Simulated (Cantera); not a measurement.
A closed system holds: 1 mol PbO, 2.4 mol O₂, 0.4 mol N₂, equilibrated at 6000 Torr.

Method: chemical equilibrium by Gibbs-energy minimisation in Cantera with the NASA 1993 tables (ideal gas, pure condensed phases). Candidate condensed phases: Pb, PbO, PbO₂, Pb₃O₄; 12 gas species. Gases not in the tables: (PbO)n polymers. Equilibrium is a limit: real reactors are often held back by kinetics, nucleation or transport.

x: gas mole fraction; n: condensed amount in mol.

```tsv
T (°C)	x O₂	x N₂	x PbO	x NO	x NO₂	n PbO(yellow)	n PbO(l)
675	0.857	0.143	(withheld)	1.47e-5	6.66e-6	1.00	0
725	0.857	0.143	(withheld)	2.63e-5	8.23e-6	1.00	0
775	0.857	0.143	(withheld)	4.45e-5	9.98e-6	1.00	0
825	0.857	0.143	(withheld)	7.18e-5	1.19e-5	1.000	0
875	0.857	0.143	(withheld)	0.000111	1.40e-5	1.000	0
925	0.857	0.143	(withheld)	0.000166	1.62e-5	0	1.000
975	0.857	0.143	(withheld)	0.000239	1.86e-5	0	1.000
1025	0.857	0.143	(withheld)	0.000336	2.11e-5	0	1.000
1075	0.857	0.143	(withheld)	0.000460	2.37e-5	0	1.000
1125	0.857	0.142	(withheld)	0.000615	2.64e-5	0	0.999
1175	0.856	0.142	(withheld)	0.000807	2.92e-5	0	0.998
1225	0.856	0.142	(withheld)	0.00104	3.21e-5	0	0.997
1275	0.855	0.142	(withheld)	0.00132	3.50e-5	0	0.994
```

Problem. What belongs in the gaps?

Solution. 
- 675, x PbO: 6.12e-9
- 725, x PbO: 3.56e-8
- 775, x PbO: 1.74e-7
- 825, x PbO: 7.33e-7
- 875, x PbO: 2.71e-6
- 925, x PbO: 8.18e-6
- 975, x PbO: 2.20e-5
- 1025, x PbO: 5.45e-5
- 1075, x PbO: 0.000126
- 1125, x PbO: 0.000272
- 1175, x PbO: 0.000554
- 1225, x PbO: 0.00108
- 1275, x PbO: 0.00199
